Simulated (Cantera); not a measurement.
A closed system holds: 1 mol C, 69 mol H2, 4.1 mol N2, at 227 °C and 10.0 Torr.

Equilibrium computed with Cantera from the NASA thermochemical tables; the gas is ideal and each condensed phase is pure. Equilibrium is a limit: real reactors are often held back by kinetics, nucleation or transport.

| species | before | after |
|---|---|---|
| H2 | 0.929 | 0.873 |
| NH3 | 0.000900 | 0.0984 |
| CH4 | 0.0139 | 0.0152 |
| N2 | 0.0565 | 0.0133 |
Gas species are given as mole fractions.

**Question.** Which change was made?
A. C replaced by C6H6
B. temperature from 227 °C to 2602 °C
C. pressure from 10.0 Torr to 2480 Torr
D. temperature from 227 °C to 900 °C

**Answer.** C, pressure from 10.0 Torr to 2480 Torr
